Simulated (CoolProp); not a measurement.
Vapour-liquid equilibrium of p-xylene (1) + n-nonane (2) at 0.00144 MPa; x and y are mole fractions of (1).

Computed with CoolProp (multi-fluid Helmholtz-energy mixture model, Zhou 2012 and Lemmon 2006; pair parameters Bell 2016).

Give the bubble temperature and the first vapour's composition at x = 0.275, 0.35, 0.95. Is there an azeotrope?

x = 0.275: 309.0 K, y = 0.430; x = 0.35: 308.0 K, y = 0.513; x = 0.95: 302.1 K, y = 0.972. No azeotrope shows between x = 0.05 and 0.95.

The pair parameters rest on a limited set of measurements; away from them the model extrapolates.
